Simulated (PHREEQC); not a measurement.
Solution (81 °C): 0.018 mol/kgw K3PO4. Closed to the air; pH follows from the charge balance.

All values are PHREEQC results (ion-association model, wateq4f.dat), not measurements.

No solid was allowed to form.

Task: Predict the pH, ionic strength.

Result: pH 10.66; ionic strength 0.0763 mol/kgw.

Task: In which forms is P present?

Result: HPO4-2 82 %, PO4-3 15 %, KHPO4- 3.1 % of the P.

H3PO4, which wateq4f.dat lacks, is added to it with the constant of phreeqc.dat. At this temperature some constants are extrapolated from 25 °C, and those without enthalpy data are left unchanged.
